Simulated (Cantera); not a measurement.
A perfectly stirred reactor is fed with 90.9 % NO, 9.09 % N2, at 0.987 atm; it is held at 1550 K, and followed from long to short residence time.

Cantera simulation using GRI-Mech 3.0 (53 species, 325 reactions); the numbers are that mechanism's predictions, not measurements.

Problem. Predict: x(NO) at τ = 3.00 s; x(N2O) at τ = 3.00 s; x(NO2) at τ = 3.00 s; x(O2) at τ = 3.00 s; x(N2) at τ = 3.00 s; x(NO) at τ = 16.0 ms; x(N2O) at τ = 16.0 ms; x(NO2) at τ = 16.0 ms; x(O2) at τ = 16.0 ms; x(N2) at τ = 16.0 ms.

Solution. 
- x(NO) at τ = 3.00 s = 0.836
- x(N2O) at τ = 3.00 s = 0.000242
- x(NO2) at τ = 3.00 s = 0.00166
- x(O2) at τ = 3.00 s = 0.0352
- x(N2) at τ = 3.00 s = 0.127
- x(NO) at τ = 16.0 ms = 0.909
- x(N2O) at τ = 16.0 ms = 0.000127
- x(NO2) at τ = 16.0 ms = 0.000247
- x(O2) at τ = 16.0 ms = 3.94e-5
- x(N2) at τ = 16.0 ms = 0.0910
